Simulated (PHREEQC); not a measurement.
Make-up at 25 °C: 40 mmol/kgw CsOH and 2.6 mmol/kgw H3BO3. It is in equilibrium with CO2 at log p = -3.5 (atm). Otherwise closed; pH follows from the charge balance.

Equilibrium calculation in PHREEQC: ion-association model, wateq4f.dat.

Each row changes one thing in this solution. Precipitation was switched off in this run.

```csv
case,pH,ionic strength (mol/kgw),HCO3- (mol/kgw),CO3-2 (mol/kgw),H2BO3- (mol/kgw),H3BO3 (mol/kgw)
as made,9.60,0.0475,0.0230,0.00751,0.00193,0.000668
diluted 10-fold with water,8.85,0.00415,0.00362,0.000147,7.91e-5,0.000181
H3BO3 from 0.0026 to 0.0013 mol/kgw,9.61,0.0478,0.0234,0.00778,0.000970,0.000330
H3BO3 replaced by Na2B4O7 at the same molality,9.59,0.0521,0.0224,0.00721,0.00768,0.00272
```

Complexes and solids missing from the database can't appear.
